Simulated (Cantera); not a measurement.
## HgO + H₂ + N₂ (iron carbonyl, mercury and lead vapours)

Feed: 1 mol HgO, 0.099 mol H₂, 3.2 mol N₂, at 1498.15 K and 490000 Pa.

Equilibrium computed with Cantera from the NASA thermochemical tables; the gas is ideal and each condensed phase is pure. Candidate condensed phases: H₂O, Hg, HgO; 25 gas species. Kinetics and transport are ignored.

* **x(N₂)**: 0.673
* **x(Hg)**: 0.211
* **x(O₂)**: 0.0945
* **x(H₂O)**: 0.0208
* **x(NO)**: 0.000752
* **x(OH)**: 1.93e-5
* **x(NO₂)**: 6.03e-6
* **gas amount**: 4.750 mol
* **log10 activity of Hg(l) (absent)**: -2.73
